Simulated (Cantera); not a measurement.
Source: NASA polynomial tables (part measured, part estimated), evaluated in Cantera. Values are per mole of reaction as written; species without (g) are pure solids or liquids, kept so even where they would boil at 1 bar.

Q: Between 523 and 873 K, where is each reaction favourable under standard conditions?
- 3 CO(g) + Ti4O7 = 4 TiO(g) + 3 CO2(g)

A: 
- 3 CO(g) + Ti4O7 = 4 TiO(g) + 3 CO2(g): ΔG° is 2368 kJ at 523 K and 2114 kJ at 873 K; it stays positive (K < 1). ΔH° is 2731 kJ and ΔS° 707 J/K at 873 K.
